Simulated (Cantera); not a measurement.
**Formation from one mole of N₂**

Source: NASA polynomial tables (part measured, part estimated), evaluated in Cantera. Values are per mole of reaction as written; species without (g) are pure solids or liquids, kept so even where they would boil at 1 bar.

4 Cr + N₂(g) = 2 Cr₂N

```
T (K)  ΔH° (kJ)  ΔS° (J/K)  ΔG° (kJ)  log10 K
-----  --------  ---------  --------  -------
675      -244.8     -143.2    -148.2    11.47
825      -241.9     -139.2    -127.0     8.04
975      -238.7     -135.7    -106.4     5.70
1125     -235.7     -132.8     -86.3     4.00
1275     -233.0     -130.6     -66.5     2.72
```

3 H₂(g) + N₂(g) = 2 NH₃(g)

| T (K) | ΔH° (kJ) | ΔS° (J/K) | ΔG° (kJ) | log10 K |
|---|---|---|---|---|
| 675 | -104.8 | -227.4 | 48.7 | -3.77 |
| 825 | -107.8 | -231.4 | 83.1 | -5.26 |
| 975 | -110.0 | -233.9 | 118.0 | -6.32 |
| 1125 | -111.4 | -235.2 | 153.2 | -7.11 |
| 1275 | -112.3 | -235.9 | 188.5 | -7.72 |
